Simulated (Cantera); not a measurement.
An isothermal, constant-pressure homogeneous reactor starts with H2 : O2 = 0.017 : 1 (molar parts), equivalence ratio 0.0085, at 973 K and 0.00890 bar.

Model: the H2/O2 subset of GRI-Mech 3.0, which has no nitrogen chemistry, integrated in Cantera. Radical loss at walls, strong at low pressure, is not modelled.

x: mole fraction; the columns are a selection and need not sum to one.

| t (s) | x H2 | x O2 | x O | x HO2 | x H2O2 |
|---|---|---|---|---|---|
| 0.000700 | 0.0167 | 0.983 | 2.84e-11 | 3.52e-11 | <1e-12 |
| 0.00229 | 0.0167 | 0.983 | 2.86e-10 | 1.18e-10 | <1e-12 |
| 0.00749 | 0.0167 | 0.983 | 2.76e-8 | 8.21e-10 | <1e-12 |
| 0.0245 | 0.00747 | 0.977 | 0.00463 | 3.48e-6 | 1.42e-7 |
| 0.0801 | 8.84e-5 | 0.977 | 0.00528 | 2.06e-6 | 2.11e-8 |
| 0.262 | 1.93e-5 | 0.982 | 0.00128 | 1.11e-6 | 1.89e-8 |
| 0.857 | 2.41e-6 | 0.983 | 0.000172 | 3.83e-7 | 1.45e-8 |
| 2.80 | [?] | 0.983 | [?] | [?] | [?] |
| 9.17 | 3.02e-8 | 0.983 | 2.61e-6 | 1.77e-8 | 3.00e-9 |
| 30.0 | 4.85e-9 | 0.983 | 4.53e-7 | 3.66e-9 | 9.57e-10 |

Task: What belongs in the gaps?

Result: 
- 2.80, x H2: 2.50e-7
- 2.80, x O: 1.97e-5
- 2.80, x HO2: 9.06e-8
- 2.80, x H2O2: 7.85e-9
